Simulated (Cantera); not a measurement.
Input: 1 mol SiH₂Cl₂, 1 mol C₂H₂, 29 mol H₂, at 0.630 bar.

Cantera equilibrium calculation (NASA polynomials, part measured and part estimated; ideal gas, pure solids and liquids). Candidate condensed phases: C, C₆H₆, C₇H₈, C₈H₁₈, Si, SiC; 109 gas species. The tables' values for SiCl, SiCl₃ are old estimates; treat these amounts as uncertain. Gases not in the tables: Si₂H₆ and higher silanes. Kinetics and transport are ignored.

log p: log10 of the partial pressure in bar; n: condensed amount in mol.

```
T (°C)  log p H₂  log p HCl     log p H   log p CH₄  log p C₂H₂ (acetylene)  n C(graphite)  n SiC(s)
------  --------  ---------  ----------  ----------  ----------------------  -------------  --------
1225       -0.23      -1.41       -4.88       -3.04                   -5.28          0.958     0.996
1325       -0.23      -1.41  (withheld)  (withheld)              (withheld)          0.974     0.995
1425       -0.23      -1.41       -3.95       -3.42                   -4.37          0.983     0.993
1525       -0.23      -1.41       -3.57       -3.57                   -3.99          0.986     0.990
1625       -0.23      -1.41  (withheld)  (withheld)              (withheld)          0.980     0.987
1725       -0.23      -1.41       -2.91       -3.83                   -3.35          0.964     0.982
1825       -0.23      -1.42       -2.63       -3.94                   -3.08          0.931     0.977
```

Task: What belongs in the gaps?

Result: 
- 1625, log p H: -3.22
- 1625, log p CH₄: -3.71
- 1625, log p C₂H₂ (acetylene): -3.65
- 1325, log p H: -4.39
- 1325, log p CH₄: -3.24
- 1325, log p C₂H₂ (acetylene): -4.80
